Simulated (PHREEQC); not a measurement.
Make-up at 75 °C: 12 mmol/kgw NH4Cl and 3.4 mmol/kgw KOH. Closed to the air; pH follows from the charge balance.

Computed with PHREEQC (ion-association model, phreeqc.dat).

```
quantity                  before   after
------------------------  ------  ------
pH                          7.59    4.98
ionic strength (mol/kgw)  0.0120  0.0120
```

Problem. Name the change that produced these shifts.
A) KOH replaced by KHF2 at the same molality
B) KOH left out
C) NH4Cl left out
D) temperature from 75 to 55 °C

Solution. B, KOH left out

No solid was allowed to form. Constants without temperature data keep their 25 °C values here.
